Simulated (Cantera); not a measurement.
A closed system holds: 1 mol SiC, 2 mol O2, 66 mol H2, equilibrated at 1598 K and 45.0 Pa.

Equilibrium computed with Cantera from the NASA thermochemical tables; the gas is ideal and each condensed phase is pure. Candidate condensed phases: C, C6H6, C7H8, C8H18, H2O, Si, SiC, SiO2; 123 gas species. The tables hold silica as quartz up to 1696 K and as liquid above; real silica turns to tridymite and cristobalite and melts near 1996 K. Kinetics and transport are ignored.

Base state: H2 0.962, H2O 0.0177, CO 0.0148, SiO 0.00294, H 0.00246, CO2 9.08e-5 (mole fractions); condensed: SiO2(β-quartz).

### Question
What changes in the equilibrium state with this change: O2 from 2 to 0.34 mol?

### Answer
| species | before | after |
|---|---|---|
| H2 | 0.962 | 0.987 |
| CO | 0.0148 | 0.00511 |
| SiO | 0.00294 | 0.00507 |
| H2O | 0.0177 | 3.73e-8 |
| CO2 | 9.08e-5 | <1e-9 |
| Si | <1e-9 | 4.03e-5 |
| H | 0.00246 | 0.00249 |
| SiO2(β-quartz), mol | 0.802 | 0 |
| SiC(s), mol | 0 | 0.659 |

### Question
What changes in the equilibrium state with this change: pressure from 45.0 Pa to 1.50 bar?

### Answer
```tsv
species	before	after
H2	0.962	0.970
H2O	0.0177	0.0149
CO	0.0148	0.0148
SiO	0.00294	1.06e-6
H	0.00246	4.28e-5
CO2	9.08e-5	7.58e-5
SiO2(β-quartz), mol	0.802	1.000
```
Gases not in the tables: Si(OH)4.

### Question
What changes in the equilibrium state with this change: temperature from 1598 K to 1075 K?

### Answer
```
species               before     after
-------------------  -------  --------
H2                     0.962     0.970
H2O                   0.0177    0.0147
CO                    0.0148    0.0147
SiO                  0.00294     <1e-9
H                    0.00246   6.81e-7
CO2                  9.08e-5  0.000239
SiO2(β-quartz), mol    0.802      1.00
```
